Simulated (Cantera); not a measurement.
Cantera run, input and output.

```python
import numpy as np
import cantera as ct

gas = ct.Solution("gri30.yaml", transport_model="multicomponent")
show = ['NH3', 'H2', 'CH3']

rows = []
print(f"{'T/K':>7s}{'rho':>11s}{'cp':>10s}{'mu':>11s}{'lambda':>11s}{'Pr':>7s}" + "".join(f"{'D_' + s:>11s}" for s in show))
for T in [400, 600, 800, 1000, 1200, 1400]:
    gas.TPX = T, 2666, {'CO2': 1, 'H2': 0.44}
    Pr = gas.cp_mass * gas.viscosity / gas.thermal_conductivity
    D = [gas.mix_diff_coeffs_mole[gas.species_index(s)] for s in show]
    rows.append([gas.density, gas.cp_mass, gas.viscosity, gas.thermal_conductivity, Pr, *D])
    print(f"{T:7g}{gas.density:11.4e}{gas.cp_mass:10.1f}{gas.viscosity:11.4e}"
          f"{gas.thermal_conductivity:11.4e}{Pr:7.3f}" + "".join(f"{d:11.4e}" for d in D))
print("SI units: kg/m3, J/kg/K, Pa s, W/m/K, m2/s")
```

Output:

```
    T/K        rho        cp         mu     lambda     Pr      D_NH3       D_H2      D_CH3
    400 2.4993e-02    1206.3 1.9908e-05 5.5462e-02  0.433 1.4068e-03 4.1567e-03 1.4575e-03
    600 1.6662e-02    1341.5 2.7930e-05 8.0240e-02  0.467 3.0547e-03 8.2989e-03 3.0014e-03
    800 1.2496e-02    1435.8 3.4806e-05 1.0353e-01  0.483 5.1864e-03 1.3460e-02 4.9406e-03
   1000 9.9970e-03    1505.5 4.0922e-05 1.2569e-01  0.490 7.7367e-03 1.9538e-02 7.2301e-03
   1200 8.3309e-03    1558.0 4.6496e-05 1.4727e-01  0.492 1.0662e-02 2.6464e-02 9.8402e-03
   1400 7.1407e-03    1599.6 5.1665e-05 1.6815e-01  0.491 1.3932e-02 3.4184e-02 1.2749e-02
SI units: kg/m3, J/kg/K, Pa s, W/m/K, m2/s
```

Model: GRI-Mech 3.0 (53 species, 325 reactions), integrated in Cantera.
